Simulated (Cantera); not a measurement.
Charge: 1 mol SiC, a varied amount of H₂O, 7.6 mol N₂, at 1273 K and 0.270 bar.

Equilibrium computed with Cantera from the NASA thermochemical tables; the gas is ideal and each condensed phase is pure. Candidate condensed phases: C, C₆H₆, C₇H₈, C₈H₁₈, H₂O, Si, SiC, SiO₂, Si₂N₂O, Si₃N₄; 151 gas species. N₂ is the only nitrogen source here; it is nearly inert below about 1500 K, so the nitride shown seldom forms there in practice. Mutual solubility and eutectic melting of coexisting phases are not modelled. Equilibrium is a limit: real reactors are often held back by kinetics, nucleation or transport.

Question: At 0.061 mol H₂O, list the 3 most abundant gas species with their mole fractions, and the condensed phases.

Answer: N₂ 0.991, H₂ 0.00869, HCN 1.48e-5. Condensed: C(graphite) + Si₂N₂O(s) + Si₃N₄(s).
